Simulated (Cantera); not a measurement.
## Equilibrium for calcination and drying: Mg(OH)2 + CO2

A closed system holds: 1 mol Mg(OH)2, 3.4 mol CO2, at 100 Torr.

These are equilibrium values from Cantera (NASA tables, ideal gas, pure condensed phases), not measurements of a reactor. Candidate condensed phases: C, C6H6, C7H8, C8H18, H2O, Mg, MgCO3, MgO, Mg(OH)2; 116 gas species. Rates play no part.

```tsv
T (°C)	log p CO2	log p H2O	log p CO	log p O2	log p OH	log p H2	log p O	n MgO(s)
1050	-0.99	-1.52	-4.99	-5.24	-6.26	-5.79	-9.19	1.00
1200	-0.99	-1.52	-4.23	-4.49	-5.42	-5.15	-7.80	1.00
1350	-0.99	-1.52	-3.61	-3.89	-4.74	-4.64	-6.67	1.000
1500	-0.99	-1.52	-3.11	-3.39	-4.17	-4.21	-5.72	1.000
1650	-1.00	-1.53	-2.68	-2.98	-3.70	-3.84	-4.93	1.000
1800	-1.02	-1.54	-2.33	-2.63	-3.29	-3.53	-4.25	1.000
1950	-1.05	-1.55	-2.03	-2.34	-2.96	-3.27	-3.67	1.000
```
log p: log10 of the partial pressure in bar; n: condensed amount in mol.

From 1050 °C to 1950 °C the condensed part is MgO(s).
